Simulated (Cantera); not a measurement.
A jet of 3.53 % CH4, 14.5 % O2, 82.0 % N2, equivalence ratio 0.49 at 300 K and 24.0 Torr hits a platinum plate 7.8 cm away at a mass flux of 0.059 kg/m²/s; the plate temperature is set and raised in steps from an oxygen-covered start.

Detailed kinetics in Cantera: Deutschmann's 1995 Pt surface mechanism with GRI-Mech 3.0 gas chemistry. Catalytic surfaces can have several steady states; this one follows from the mechanism file's or the stated starting coverage.

x: mole fraction at the wall; θ: surface coverage.

| plate T (K) | wall x CH4 | wall x O2 | wall x H2O | wall x OH | wall x CO | wall x CO2 | θ free Pt | θ O* |
|---|---|---|---|---|---|---|---|---|
| 850 | 0.0299 | 0.134 | 0.0101 | <1e-8 | 8.93e-6 | 0.00664 | 0.178 | 0.822 |
| 900 | 0.0256 | 0.124 | 0.0181 | 4.05e-8 | 1.10e-5 | 0.0119 | 0.249 | 0.751 |
| 950 | 0.0211 | 0.115 | 0.0265 | 1.31e-7 | 1.27e-5 | 0.0175 | 0.324 | 0.675 |
| 1000 | 0.0171 | 0.106 | 0.0338 | 3.67e-7 | 1.41e-5 | 0.0223 | 0.400 | 0.599 |
| 1050 | (withheld) | 0.0997 | (withheld) | (withheld) | (withheld) | (withheld) | (withheld) | (withheld) |
| 1100 | (withheld) | 0.0947 | 0.0439 | (withheld) | (withheld) | 0.0291 | (withheld) | (withheld) |
| 1150 | 0.00976 | 0.0910 | 0.0470 | 4.01e-6 | 1.96e-5 | 0.0311 | 0.613 | 0.387 |
| 1200 | 0.00845 | 0.0884 | 0.0493 | 7.51e-6 | 2.26e-5 | 0.0326 | 0.673 | 0.326 |

Problem. Complete the blanks.

Solution. 
- 1050, wall x CH4: 0.0139
- 1050, wall x H2O: 0.0396
- 1050, wall x OH: 9.02e-7
- 1050, wall x CO: 1.55e-5
- 1050, wall x CO2: 0.0262
- 1050, θ free Pt: 0.475
- 1050, θ O*: 0.524
- 1100, wall x CH4: 0.0115
- 1100, wall x OH: 1.99e-6
- 1100, wall x CO: 1.73e-5
- 1100, θ free Pt: 0.546
- 1100, θ O*: 0.453
